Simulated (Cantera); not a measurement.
**Pyrogenic steam for wet oxidation**

A perfectly stirred reactor is fed with H2 : O2 : N2 = 0.53 : 1 : 15 (molar parts), at 0.118 atm; it is held at 1375 K, and followed from long to short residence time.

Computed with Cantera and the H2/O2 subset of GRI-Mech 3.0, which has no nitrogen chemistry.

```
τ (s)       x H2    x O2       x H      x OH    x HO2       x O   x H2O2
------  --------  ------  --------  --------  -------  --------  -------
2.0      7.04e-5  0.0451   3.22e-5  0.000322  5.01e-7  0.000166  3.22e-8
1.1     0.000104  0.0450   5.82e-5  0.000393  6.42e-7  0.000247  4.11e-8
0.57    0.000159  0.0450  0.000111  0.000487  8.14e-7  0.000381  5.29e-8
0.31    0.000235  0.0449  0.000202  0.000594  9.80e-7  0.000566  6.55e-8
0.17    0.000343  0.0448  0.000360  0.000719  1.14e-6  0.000831  7.93e-8
0.089   0.000509  0.0447  0.000661  0.000879  1.30e-6   0.00124  9.49e-8
0.048   0.000731  0.0446   0.00115   0.00106  1.43e-6   0.00180  1.10e-7
0.026    0.00102  0.0444   0.00194   0.00125  1.53e-6   0.00255  1.22e-7
0.014    0.00140  0.0443   0.00313   0.00146  1.60e-6   0.00351  1.32e-7
0.0074   0.00186  0.0442   0.00476   0.00166  1.65e-6   0.00466  1.38e-7
```
x: mole fraction; the columns are a selection and need not sum to one.
